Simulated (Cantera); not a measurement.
Charge: 1 mol Si, 17 mol HCl, 1 mol N2, equilibrated at 648 K and 7.20 Pa.

Equilibrium computed with Cantera from the NASA thermochemical tables; the gas is ideal and each condensed phase is pure. Candidate condensed phases: NH4Cl, Si, Si3N4; 28 gas species. Equilibrium is a limit: real reactors are often held back by kinetics, nucleation or transport.

Q: What is the equilibrium state?

A: 
| Quantity | Value |
|---|---|
| x(HCl) | 0.765 |
| x(H2) | 0.118 |
| x(N2) | 0.0588 |
| x(SiCl4) | 0.0588 |
| gas amount | 17.00 mol |
| log10 activity of Si(s) (absent) | -13.24 |
